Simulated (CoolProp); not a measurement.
Vapour-liquid equilibrium of C2F6 (R116) (1) + R22 (2) at 1.09 bar; x and y are mole fractions of (1).

Values from CoolProp's multi-fluid Helmholtz-energy mixture model, Lemmon 2006 and Kamei 1995; pair parameters Bell 2016.

Task: Give the bubble temperature and the first vapour's composition at x = 0.05, 0.5, 0.95. Is there an azeotrope?

Result: x = 0.05: -58.0 °C, y = 0.622; x = 0.5: -74.6 °C, y = 0.877; x = 0.95: -76.5 °C, y = 0.965. No azeotrope shows between x = 0.05 and 0.95.

The pair parameters rest on a limited set of measurements; away from them the model extrapolates. With so large a gap from Raoult's law the liquid may split in two, which this calculation doesn't test in full.
